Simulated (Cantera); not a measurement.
Feed: 1 mol Al(CH3)3, 5.1 mol N2O, 610 mol N2, at 1998 K and 1.40 mbar.

These are equilibrium values from Cantera (NASA tables, ideal gas, pure condensed phases), not measurements of a reactor. The feed counts by its element totals alone. The numbers say what is thermodynamically allowed, not how fast it happens.

```json
[
 {"species": "N2", "before": "0.986", "after": "0.984"},
 {"species": "H2", "before": "0.00496", "after": "0.00661"},
 {"species": "CO", "before": "0.00466", "after": "0.00545"},
 {"species": "NO", "before": "2.07e-5", "after": "4.68e-6"},
 {"species": "O", "before": "1.96e-5", "after": "4.44e-6"},
 {"species": "OH", "before": "4.40e-5", "after": "1.15e-5"},
 {"species": "CO2", "before": "0.000149", "after": "3.95e-5"},
 {"species": "H2O", "before": "0.000727", "after": "0.000219"},
 {"species": "H", "before": "0.00302", "after": "0.00349"},
 {"species": "Al2O3(s), mol", "before": "0.500", "after": "0.498"}
]
```
Gas species are given as mole fractions.

Task: What was changed between the two runs?
A) pressure from 1.40 mbar to 4.80 mbar
B) pressure from 1.40 mbar to 10.0 mbar
C) N2O from 5.1 to 0.62 mol
D) 0.43 mol CH4 added

Result: D, 0.43 mol CH4 added
